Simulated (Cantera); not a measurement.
A closed system holds: 1 mol MgO, 2.8 mol H2O, 0.058 mol H2, held at 1100 °C and 1 atm.

These are equilibrium values from Cantera (NASA tables, ideal gas, pure condensed phases), not measurements of a reactor. Candidate condensed phases: H2O, Mg, MgO, Mg(OH)2; 15 gas species. The numbers say what is thermodynamically allowed, not how fast it happens.

Base state: H2O 0.980, H2 0.0203 (mole fractions); condensed: MgO(s).

**Question.** What changes in the equilibrium state with this change: MgO replaced by PbO?

**Answer.** 
```csv
species,before,after
H2O,0.980,0.992
Pb,0,0.00634
PbO,0,0.00147
H2,0.0203,0.000654
"MgO(s), mol",1.00,0
"Pb(l), mol",0,0.0378
"PbO(l), mol",0,0.940
```
Each liquid is taken as pure. Mutual solubility and eutectic melting of coexisting phases are not modelled. Gases not in the tables: (PbO)n polymers. Further candidate phases: Pb, PbO, PbO2, Pb3O4.
